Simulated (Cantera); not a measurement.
What does this Cantera script print?

```python
import numpy as np
import cantera as ct

gas = ct.Solution("gri30.yaml")
gas.TPX = 923, 13332, {'H2': 1.2, 'O2': 1, 'N2': 1}
inlet = ct.Reservoir(gas, clone=True)

reactor = ct.IdealGasConstPressureReactor(gas, energy="off", clone=False)
exhaust = ct.Reservoir(gas, clone=True)
tau = [1.6, 0.63, 0.24, 0.093, 0.036, 0.014, 0.0053, 0.002][0]
for a, b in ((inlet, reactor), (reactor, exhaust)):
    ct.MassFlowController(a, b, mdot=lambda t: reactor.mass / tau)
net = ct.ReactorNet([reactor])
show = ['H2', 'O2', 'NO', 'NO2', 'O', 'H']

rows = []
print(f"{'tau/s':>10s}{'T/K':>9s}" + "".join(f"{s:>11s}" for s in show))
for tau in [1.6, 0.63, 0.24, 0.093, 0.036, 0.014, 0.0053, 0.002]:
    net.initial_time = 0.0
    net.advance(30 * tau)
    before = gas.X
    net.advance(40 * tau)
    drift = np.max(np.abs(gas.X - before) / (gas.X + 1e-9))
    rows.append([gas.T, *gas[show].X, drift])
    print(f"{tau:10.3e}{gas.T:9.1f}" + "".join(f"{x:11.3e}" for x in gas[show].X))
```

Output:

```
     tau/s      T/K         H2         O2         NO        NO2          O          H
 1.600e+00    923.0  2.581e-02  1.647e-01  5.638e-10  1.037e-10  7.216e-06  9.071e-06
 6.300e-01    923.0  2.668e-02  1.650e-01  1.372e-09  1.063e-10  1.751e-05  2.285e-05
 2.400e-01    923.0  2.952e-02  1.662e-01  3.231e-09  1.014e-10  4.135e-05  5.935e-05
 9.300e-02    923.0  3.545e-02  1.687e-01  6.815e-09  8.945e-11  8.882e-05  1.502e-04
 3.600e-02    923.0  4.556e-02  1.730e-01  1.314e-08  7.358e-11  1.776e-04  3.753e-04
 1.400e-02    923.0  6.110e-02  1.795e-01  2.332e-08  5.705e-11  3.344e-04  9.165e-04
 5.300e-03    923.0  8.457e-02  1.894e-01  3.893e-08  4.162e-11  6.133e-04  2.234e-03
 2.000e-03    923.0  1.178e-01  2.035e-01  5.970e-08  2.873e-11  1.087e-03  5.239e-03
```

Cantera simulation using GRI-Mech 3.0 (53 species, 325 reactions); the numbers are that mechanism's predictions, not measurements. Radical loss at walls, strong at low pressure, is not modelled. Below about 950 K walls govern HO2 and H2O2 in real vessels. The temperature is held fixed by assumption; the heat of reaction is taken as removed at once.
